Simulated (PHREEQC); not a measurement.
1 kg of water holding 0.038 mol KOH and 0.28 mol KCl meets 20 L of dry gas (CO2 0.44, CH4 0.56 by moles) at fixed total pressure, at 25 °C; fugacities by Peng-Robinson. The gases take part in no redox reaction, some water evaporates into the gas, and hydrates or a liquid gas phase aren't modelled. No solid was allowed to form.

Equilibrium calculation in PHREEQC: ion-association model, phreeqc.dat.

| P (atm) | dissolved CO2 (all carbonate carbon) (mol/kgw) | φ of CO2 | p of CO2 (atm) | dissolved CH4 (mol/kgw) | φ of CH4 | p of CH4 (atm) | pH |
|---|---|---|---|---|---|---|---|
| 1 | 0.0503 | 0.995 | 0.391 | 0.000845 | 0.998 | 0.577 | 6.67 |
| 2 | 0.0637 | 0.989 | 0.823 | 0.00167 | 0.996 | 1.15 | 6.35 |
| 3 | 0.0770 | 0.984 | 1.25 | 0.00249 | 0.994 | 1.71 | 6.17 |
| 5 | 0.103 | 0.973 | 2.12 | 0.00411 | 0.989 | 2.85 | 5.95 |
| 7.5 | 0.135 | 0.960 | 3.20 | 0.00611 | 0.984 | 4.27 | 5.78 |
| 10 | 0.165 | 0.947 | 4.28 | 0.00807 | 0.979 | 5.69 | 5.66 |
| 15 | 0.224 | 0.922 | 6.44 | 0.0119 | 0.969 | 8.52 | 5.49 |
| 20 | 0.278 | 0.896 | 8.61 | 0.0156 | 0.959 | 11.4 | 5.38 |
| 30 | 0.376 | 0.847 | 13.0 | 0.0226 | 0.940 | 17.0 | 5.23 |
| 40 | 0.460 | 0.800 | 17.3 | 0.0291 | 0.922 | 22.6 | 5.13 |
